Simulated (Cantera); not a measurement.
## Catalytic stagnation flow on Pt

A jet of 1.88 % CH4, 15.7 % O2, 82.5 % N2 at 300 K and 0.0661 atm hits a platinum plate 5.4 cm away at a mass flux of 0.061 kg/m²/s; the plate temperature is set and raised in steps from an oxygen-covered start.

Cantera simulation using Deutschmann's 1995 Pt surface mechanism with GRI-Mech 3.0 gas chemistry; the numbers are that mechanism's predictions, not measurements. Catalytic surfaces can have several steady states; this one follows from the mechanism file's or the stated starting coverage.

| plate T (K) | wall x CH4 | wall x O2 | wall x H2O | wall x OH | wall x CO | wall x CO2 | θ free Pt | θ O* |
|---|---|---|---|---|---|---|---|---|
| 900 | 0.0135 | 0.145 | 0.00989 | 2.39e-8 | 5.12e-6 | 0.00647 | 0.200 | 0.799 |
| 950 | 0.0108 | 0.140 | 0.0148 | 7.88e-8 | 5.67e-6 | 0.00972 | 0.267 | 0.733 |
| 1000 | 0.00850 | 0.135 | 0.0191 | 2.21e-7 | 6.00e-6 | 0.0125 | 0.336 | 0.664 |
| 1050 | 0.00669 | 0.131 | 0.0224 | 5.45e-7 | 6.28e-6 | 0.0147 | 0.404 | 0.595 |
| 1100 | 0.00536 | 0.128 | 0.0248 | 1.21e-6 | 6.61e-6 | 0.0163 | 0.472 | 0.528 |
x: mole fraction at the wall; θ: surface coverage.
